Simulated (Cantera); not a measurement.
SiH₄ + N₂ + H₂ + NH₃ (silicon nitride deposition)

Input: 1 mol SiH₄, 16 mol N₂, a varied amount of H₂, 0.13 mol NH₃, equilibrated at 0.110 bar.

Method: chemical equilibrium by Gibbs-energy minimisation in Cantera with the NASA 1993 tables (ideal gas, pure condensed phases). Candidate condensed phases: Si, Si₃N₄; 18 gas species. Kinetics and transport are ignored.

Problem. Map the stable condensed phases over T = 1898, 1923, 1948, 1973, 1998, 2023, 2048, 2073, 2098, 2123 K and n(H₂) in mol = 3.6, 4.7, 6.1, 7.9, 10, 13, 17, 22, 29.

Solution. 
```
T in K \ n(H₂) in mol
         3.6 4.7 6.1 7.9  10  13  17  22  29
   2123    A   A   A   A   A   A   A   A   A
   2098    A   A   A   A   A   A   A   A   A
   2073    A   A   A   A   A   A   A   A   A
   2048    A   A   A   A   A   A   A   A   A
   2023    A   A   A   A   A   A   A   A   A
   1998    A   A   A   A   A   A   A   A   A
   1973    A   A   A   A   A   A   A   A   A
   1948    A   A   A   A   A   A   A   A   A
   1923    B   B   B   B   B   A   A   A   A
   1898    B   B   B   B   B   B   B   B   A
```
A: Si; B: Si₃N₄.
